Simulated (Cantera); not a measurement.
# Equilibrium for chemical vapour transport: Al + H2O + N2

Input: 1 mol Al, 2.9 mol H2O, 0.16 mol N2, held at 552 °C and 8.70 bar.

Cantera equilibrium calculation (NASA polynomials, part measured and part estimated; ideal gas, pure solids and liquids). Candidate condensed phases: Al, AlN, Al2O3, H2O; 35 gas species. Equilibrium is a limit: real reactors are often held back by kinetics, nucleation or transport.

```json
{
 "x(H2)": "0.489",
 "x(H2O)": "0.458",
 "x(N2)": "0.0516",
 "x(NH3)": "0.00158",
 "n(Al2O3(s))": "0.500 mol",
 "gas_amount": "3.055 mol",
 "log10 activity of Al(s) (absent)": "-25.62"
}
```
